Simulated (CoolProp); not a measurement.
Vapour-liquid equilibrium of n-butane (1) + R113 (2) at 10.9 bar; x and y are mole fractions of (1).

Computed with CoolProp (multi-fluid Helmholtz-energy mixture model, Bücker 2006 and Marx 1992; pair parameters Bell 2016).

| x | bubble temperature (K) | y at the bubble point | dew temperature at overall composition x (K) | liquid density (mol/L) |
|---|---|---|---|---|
| 0.05 | 411.8 | 0.115 | 414.8 | 6.662 |
| 0.15 | 402.4 | 0.310 | 410.2 | 6.886 |
| 0.25 | 394.1 | 0.463 | 405.4 | 7.096 |
| 0.35 | 387.0 | 0.583 | 400.3 | 7.293 |
| 0.45 | ___ | 0.679 | 394.8 | 7.482 |
| 0.55 | 375.3 | 0.757 | 389.0 | 7.666 |
| 0.65 | 370.4 | ___ | 382.7 | 7.847 |
| 0.75 | 366.1 | 0.880 | ___ | 8.030 |
| 0.85 | 362.1 | ___ | 368.4 | 8.218 |
| 0.95 | ___ | 0.978 | 360.6 | 8.414 |

**Question.** Complete the blanks.

**Answer.** 
- 0.45, bubble temperature (K): 380.7
- 0.65, y at the bubble point: 0.823
- 0.75, dew temperature at overall composition x (K): 375.8
- 0.85, y at the bubble point: 0.931
- 0.95, bubble temperature (K): 358.4

No azeotrope shows between x = 0.05 and 0.95.

The pair parameters rest on a limited set of measurements; away from them the model extrapolates.
